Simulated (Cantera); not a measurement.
Input (Python, Cantera) and output of one run.

```python
import numpy as np
import cantera as ct

gas_names = """
    AL ALH ALN AL2 H H2 N NH NH2 NH3 N2 N2H2 N2H4
""".split()
cond_names = """
    AL(cr) AL(L) ALN(s)
""".split()


# ... load() reads the species with a 1 bar reference pressure and builds the phases ...
atoms = {
    'Al': {'AL': 1},
    'NH3': {'N': 1, 'H': 3},
    'H2': {'H': 2},
}
top_T = {'ALN(s)': 2750}  # K; cautious upper limits of use, not melting points


# ... equilibrate(T, P, feed) seeds the gas with the atoms and calls Mixture.equilibrate('TP', solver="vcs", rtol=1e-11, max_steps=5000) ...
results = []
feed = {'Al': 1, 'NH3': 4.3, 'H2': 970}  # mol
T = 1925  # K
for P in [10, 28, 77, 220, 600, 1700, 4600, 13000, 36000, 100000]:
    mix = equilibrate(T, P, feed)
    results.append((T, P, feed, dict(zip(mix.species_names, mix.species_moles))))
    x = sorted(zip(gas.X, gas.species_names), reverse=True)
    print(f"T = {T:g} K  P = {P:g} Pa  gas = {mix.phase_moles(0):.4g} mol")
    print("   x: " + "  ".join(f"{s} {v:.3e}" for v, s in x if v > 0.0001))
    print("   condensed (mol): " + ("  ".join(f"{mix.phase(i).name} {mix.phase_moles(i):.4g}"
          for i in range(1, mix.n_phases) if mix.phase_moles(i) > 1e-12) or "none"))
```

Result:

```
T = 1925 K  P = 10 Pa  gas = 1026 mol
   x: H2 9.059e-01  H 9.099e-02  N2 2.095e-03  AL 9.713e-04
   condensed (mol): none
T = 1925 K  P = 28 Pa  gas = 1008 mol
   x: H2 9.414e-01  H 5.543e-02  N2 2.134e-03  AL 9.872e-04
   condensed (mol): none
T = 1925 K  P = 77 Pa  gas = 996.4 mol
   x: H2 9.630e-01  H 3.381e-02  N2 2.158e-03  AL 9.946e-04
   condensed (mol): none
T = 1925 K  P = 220 Pa  gas = 989.6 mol
   x: H2 9.767e-01  H 2.014e-02  N2 2.173e-03  AL 9.952e-04
   condensed (mol): none
T = 1925 K  P = 600 Pa  gas = 985.6 mol
   x: H2 9.846e-01  H 1.225e-02  N2 2.181e-03  AL 9.894e-04
   condensed (mol): none
T = 1925 K  P = 1700 Pa  gas = 983.2 mol
   x: H2 9.895e-01  H 7.294e-03  N2 2.187e-03  AL 9.752e-04
   condensed (mol): none
T = 1925 K  P = 4600 Pa  gas = 981.7 mol
   x: H2 9.924e-01  H 4.440e-03  N2 2.190e-03  AL 9.511e-04
   condensed (mol): none
T = 1925 K  P = 13000 Pa  gas = 980.8 mol
   x: H2 9.941e-01  H 2.644e-03  N2 2.192e-03  AL 9.108e-04  ALH 1.086e-04
   condensed (mol): none
T = 1925 K  P = 36000 Pa  gas = 979.7 mol
   x: H2 9.958e-01  N2 1.976e-03  H 1.590e-03  AL 4.870e-04
   condensed (mol): ALN(s) 0.4281
T = 1925 K  P = 100000 Pa  gas = 978.8 mol
   x: H2 9.971e-01  N2 1.760e-03  H 9.546e-04  AL 1.115e-04
   condensed (mol): ALN(s) 0.8547
```

Equilibrium computed with Cantera from the NASA thermochemical tables; the gas is ideal and each condensed phase is pure.
